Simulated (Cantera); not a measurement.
Equilibrium for carbon deposition, reforming and gasification: CH4 + H2

Input: 1 mol CH4, 18 mol H2, equilibrated at 825 °C.

Equilibrium computed with Cantera from the NASA thermochemical tables; the gas is ideal and each condensed phase is pure. Candidate condensed phases: C, C6H6, C7H8, C8H18; 76 gas species. The ideal-gas law is rough above about 30 bar. Equilibrium is a limit: real reactors are often held back by kinetics, nucleation or transport.

| P (Pa) | log p H2 | log p CH4 | log p H | log p C2H6 | log p C2H4 | log p CH3 | log p C2H2 (acetylene) | n C(graphite) |
|---|---|---|---|---|---|---|---|---|
| 10 | -4.00 | -9.44 | -9.61 | <-16 | -14.05 | -13.78 | -11.90 | 1.000 |
| 56 | -3.25 | -7.94 | -9.23 | <-15 | -12.56 | -12.66 | -11.15 | 1.000 |
| 320 | -2.49 | -6.43 | -8.85 | -13.77 | -11.04 | -11.52 | -10.39 | 0.998 |
| 1800 | -1.75 | -4.93 | -8.48 | -11.52 | -9.54 | -10.40 | -9.64 | 0.987 |
| 10000 | -1.00 | -3.44 | -8.11 | -9.29 | -8.06 | -9.28 | -8.90 | 0.928 |
| 56000 | -0.26 | -1.96 | -7.74 | -7.07 | -6.57 | -8.17 | -8.16 | 0.614 |
| 320000 | 0.48 | -0.77 | -7.37 | -5.44 | -5.69 | -7.36 | -8.01 | 0 |
| 1800000 | 1.23 | -0.02 | -6.99 | -4.69 | -5.69 | -6.98 | -8.76 | 0 |
| 10000000 | 1.98 | 0.72 | -6.62 | -3.95 | -5.69 | -6.61 | -9.51 | 0 |
log p: log10 of the partial pressure in bar; n: condensed amount in mol.

From 10.0 Pa to 0.560 bar the condensed part is C(graphite). From 3.20 bar to 100 bar nothing is condensed. The main C-bearing gas is CH4 throughout.
